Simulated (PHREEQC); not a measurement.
## Phosphoric acid bath with hard or scaling water: speciation

Solution A (0.0028 mol/kgw NaH2PO4 and 0.00023 mol/kgw K2HPO4) is mixed with solution B (0.11 mol CaCl2 and 0.0065 mol Na2SO4 per kg of water) at 25 °C; shares are by mass of water, 1 kg in all. O2 is buffered at 0.21 atm. CO2 from the air is kept out. Solids allowed: Gypsum, Hydroxyapatite, Halite, Sylvite. Others were left out.

Computed with PHREEQC (ion-association model, phreeqc.dat).

Problem. Predict Hydroxyapatite (mol), H2PO4- (mol/kgw), CaSO4 (mol/kgw) at share of solution B = 0.45, 0.7.

Solution. 
```tsv
share of solution B	Hydroxyapatite (mol)	H2PO4- (mol/kgw)	CaSO4 (mol/kgw)
0.45	5.76e-6	0.00109	0.00139
0.7	1.89e-6	0.000529	0.00232
```

Species that the database lacks are ignored.
